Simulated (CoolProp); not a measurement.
Vapour-liquid equilibrium of R113 (1) + n-hexane (2) at 137 kPa; x and y are mole fractions of (1).

Model: multi-fluid Helmholtz-energy mixture model, Marx 1992 and Thol 2019; pair parameters Bell 2016, in CoolProp.

```json
[
 {"x": "0.05", "bubble temperature (K)": "349.5", "y at the bubble point": "0.108", "dew temperature at overall composition x (K)": "350.7", "liquid density (mol/L)": "7.053"},
 {"x": "0.125", "bubble temperature (K)": "346.5", "y at the bubble point": "0.242", "dew temperature at overall composition x (K)": "349.1", "liquid density (mol/L)": "7.125"},
 {"x": "0.2", "bubble temperature (K)": "344.0", "y at the bubble point": "0.351", "dew temperature at overall composition x (K)": "347.5", "liquid density (mol/L)": "7.195"},
 {"x": "0.275", "bubble temperature (K)": "341.9", "y at the bubble point": "0.442", "dew temperature at overall composition x (K)": "345.8", "liquid density (mol/L)": "7.262"},
 {"x": "0.35", "bubble temperature (K)": "340.0", "y at the bubble point": "0.521", "dew temperature at overall composition x (K)": "344.0", "liquid density (mol/L)": "7.328"},
 {"x": "0.425", "bubble temperature (K)": "338.4", "y at the bubble point": "0.590", "dew temperature at overall composition x (K)": "342.3", "liquid density (mol/L)": "7.394"},
 {"x": "0.5", "bubble temperature (K)": "336.9", "y at the bubble point": "0.652", "dew temperature at overall composition x (K)": "340.5", "liquid density (mol/L)": "7.459"},
 {"x": "0.575", "bubble temperature (K)": "335.6", "y at the bubble point": "0.709", "dew temperature at overall composition x (K)": "338.7", "liquid density (mol/L)": "7.525"},
 {"x": "0.65", "bubble temperature (K)": "334.4", "y at the bubble point": "0.762", "dew temperature at overall composition x (K)": "337.0", "liquid density (mol/L)": "7.592"},
 {"x": "0.725", "bubble temperature (K)": "333.4", "y at the bubble point": "0.814", "dew temperature at overall composition x (K)": "335.3", "liquid density (mol/L)": "7.660"},
 {"x": "0.8", "bubble temperature (K)": "332.4", "y at the bubble point": "0.864", "dew temperature at overall composition x (K)": "333.7", "liquid density (mol/L)": "7.730"},
 {"x": "0.875", "bubble temperature (K)": "331.5", "y at the bubble point": "0.914", "dew temperature at overall composition x (K)": "332.2", "liquid density (mol/L)": "7.801"},
 {"x": "0.95", "bubble temperature (K)": "330.7", "y at the bubble point": "0.965", "dew temperature at overall composition x (K)": "330.9", "liquid density (mol/L)": "7.874"}
]
```

No azeotrope shows between x = 0.05 and 0.95.

Pair parameters are fitted to limited data, so mixtures are less certain than the pure fluids.
